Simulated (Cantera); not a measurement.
Adiabatic ignition

An adiabatic, constant-volume homogeneous reactor starts with 18.4 % H₂, 16.5 % O₂, 62.0 % N₂, 3.13 % H₂O, equivalence ratio 0.56, at 1675 K and 5.00 bar.

Cantera simulation using the H2/O2 subset of GRI-Mech 3.0, which has no nitrogen chemistry; the numbers are that mechanism's predictions, not measurements. The hydrogen kinetics of GRI-Mech 3.0 are dated; newer H2 mechanisms differ, most at raised pressure.

```json
[
 {"t (s)": "4.00e-6", "T (K)": "2703", "P (bar)": "7.56", "x H₂": "0.0158", "x O₂": "0.0724", "x H₂O": "0.193", "x H": "0.0106", "x OH": "0.0332", "x HO₂": "3.63e-5", "x H₂O₂": "1.44e-6"},
 {"t (s)": "1.59e-5", "T (K)": "2904", "P (bar)": "8.02", "x H₂": "0.00881", "x O₂": "0.0728", "x H₂O": "0.208", "x H": "0.00389", "x OH": "0.0282", "x HO₂": "3.88e-5", "x H₂O₂": "2.38e-6"},
 {"t (s)": "6.33e-5", "T (K)": "2904", "P (bar)": "8.02", "x H₂": "0.00881", "x O₂": "0.0728", "x H₂O": "0.208", "x H": "0.00389", "x OH": "0.0282", "x HO₂": "3.88e-5", "x H₂O₂": "2.38e-6"},
 {"t (s)": "0.000252", "T (K)": "2904", "P (bar)": "8.02", "x H₂": "0.00881", "x O₂": "0.0728", "x H₂O": "0.208", "x H": "0.00389", "x OH": "0.0282", "x HO₂": "3.88e-5", "x H₂O₂": "2.38e-6"},
 {"t (s)": "0.00100", "T (K)": "2904", "P (bar)": "8.02", "x H₂": "0.00881", "x O₂": "0.0728", "x H₂O": "0.208", "x H": "0.00389", "x OH": "0.0282", "x HO₂": "3.88e-5", "x H₂O₂": "2.38e-6"},
 {"t (s)": "0.00399", "T (K)": "2904", "P (bar)": "8.02", "x H₂": "0.00881", "x O₂": "0.0728", "x H₂O": "0.208", "x H": "0.00389", "x OH": "0.0282", "x HO₂": "3.88e-5", "x H₂O₂": "2.38e-6"},
 {"t (s)": "0.0159", "T (K)": "2904", "P (bar)": "8.02", "x H₂": "0.00881", "x O₂": "0.0728", "x H₂O": "0.208", "x H": "0.00389", "x OH": "0.0282", "x HO₂": "3.88e-5", "x H₂O₂": "2.38e-6"},
 {"t (s)": "0.0632", "T (K)": "2904", "P (bar)": "8.02", "x H₂": "0.00881", "x O₂": "0.0728", "x H₂O": "0.208", "x H": "0.00389", "x OH": "0.0282", "x HO₂": "3.88e-5", "x H₂O₂": "2.38e-6"},
 {"t (s)": "0.251", "T (K)": "2904", "P (bar)": "8.02", "x H₂": "0.00881", "x O₂": "0.0728", "x H₂O": "0.208", "x H": "0.00389", "x OH": "0.0282", "x HO₂": "3.88e-5", "x H₂O₂": "2.38e-6"},
 {"t (s)": "1.00", "T (K)": "2904", "P (bar)": "8.02", "x H₂": "0.00881", "x O₂": "0.0728", "x H₂O": "0.208", "x H": "0.00389", "x OH": "0.0282", "x HO₂": "3.88e-5", "x H₂O₂": "2.38e-6"}
]
```
x: mole fraction; the columns are a selection and need not sum to one.

* **time of steepest temperature rise**: 1.78 µs
* **temperature at 1.00 s**: 2904 K
* **equilibrium temperature**: 2904 K
* **x(H₂) at 1.00 s**: 0.00881 (gas-phase equilibrium 0.00881)
* **x(O₂) at 1.00 s**: 0.0728 (gas-phase equilibrium 0.0728)
* **x(H₂O) at 1.00 s**: 0.208 (gas-phase equilibrium 0.208)
